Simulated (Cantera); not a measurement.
Input: 1 mol MgSO4, 0.11 mol CO2, held at 1275 °C and 0.0100 bar.

Cantera equilibrium calculation (NASA polynomials, part measured and part estimated; ideal gas, pure solids and liquids). Candidate condensed phases: C, Mg, MgCO3, MgO, MgS, MgSO4, S; 26 gas species. The numbers say what is thermodynamically allowed, not how fast it happens.

Base state: SO2 0.620, O2 0.310, CO2 0.0683, SO3 0.00102, O 4.25e-5, CO 1.21e-5 (mole fractions); condensed: MgO(s).

Q: What changes in the equilibrium state with this change: temperature from 1275 °C to 525 °C?

A: 
| species | before | after |
|---|---|---|
| CO2 | 0.0683 | 1.000 |
| SO2 | 0.620 | 1.18e-5 |
| O2 | 0.310 | 5.90e-6 |
| O | 4.25e-5 | <1e-9 |
| CO | 1.21e-5 | <1e-9 |
| MgO(s), mol | 1.00 | 0 |
| MgSO4(s), mol | 0 | 1.000 |
